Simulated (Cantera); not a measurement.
# Ignition delay

Mixture: CH4 : O2 : N2 = 1 : 4.26 : 16 (molar parts), at 29.6 atm, adiabatic and at constant volume. Ignition delay is the time to a rise of 400 K.

Model: GRI-Mech 3.0 (53 species, 325 reactions), integrated in Cantera. The pressure lies above the range GRI-Mech 3.0 was tuned for (to about 10 atm).

```
T0 (K)  delay (ms)
------  ----------
1100          4.48
1200          1.13
1300         0.352
1400         0.129
1500        0.0525
1600        0.0235
```

| Quantity | Value |
|---|---|
| apparent activation energy between 1400 and 1600 K | 160 kJ/mol |
